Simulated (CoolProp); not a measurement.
Vapour-liquid equilibrium of CF4 (R14) (1) + R13 (2) at 0.193 MPa; x and y are mole fractions of (1).

The numbers come from the multi-fluid Helmholtz-energy mixture model, Platzer 1990 and Platzer 1990; pair parameters Bell 2016 in CoolProp. This equation is an older, rougher fit; its heat capacities, sound speeds and derivatives of the liquid may be far off and weren't checked against measurements.

```json
[
 {"x": "0.05", "bubble temperature (°C)": "-78.2", "y at the bubble point": "0.394", "dew temperature at overall composition x (°C)": "-69.5", "liquid density (mol/L)": "14.49"},
 {"x": "0.15", "bubble temperature (°C)": "-91.2", "y at the bubble point": "0.727", "dew temperature at overall composition x (°C)": "-71.8", "liquid density (mol/L)": "15.10"},
 {"x": "0.25", "bubble temperature (°C)": "-98.8", "y at the bubble point": "0.846", "dew temperature at overall composition x (°C)": "-74.2", "liquid density (mol/L)": "15.53"},
 {"x": "0.35", "bubble temperature (°C)": "-103.7", "y at the bubble point": "0.901", "dew temperature at overall composition x (°C)": "-76.9", "liquid density (mol/L)": "15.88"},
 {"x": "0.45", "bubble temperature (°C)": "-107.2", "y at the bubble point": "0.932", "dew temperature at overall composition x (°C)": "-80.0", "liquid density (mol/L)": "16.18"},
 {"x": "0.55", "bubble temperature (°C)": "-109.9", "y at the bubble point": "0.952", "dew temperature at overall composition x (°C)": "-83.4", "liquid density (mol/L)": "16.45"},
 {"x": "0.65", "bubble temperature (°C)": "-112.1", "y at the bubble point": "0.966", "dew temperature at overall composition x (°C)": "-87.5", "liquid density (mol/L)": "16.72"},
 {"x": "0.75", "bubble temperature (°C)": "-114.0", "y at the bubble point": "0.977", "dew temperature at overall composition x (°C)": "-92.4", "liquid density (mol/L)": "16.97"},
 {"x": "0.85", "bubble temperature (°C)": "-115.7", "y at the bubble point": "0.987", "dew temperature at overall composition x (°C)": "-99.1", "liquid density (mol/L)": "17.22"},
 {"x": "0.95", "bubble temperature (°C)": "-117.4", "y at the bubble point": "0.996", "dew temperature at overall composition x (°C)": "-109.7", "liquid density (mol/L)": "17.48"}
]
```

No azeotrope shows between x = 0.05 and 0.95.

The pair parameters rest on a limited set of measurements; away from them the model extrapolates.
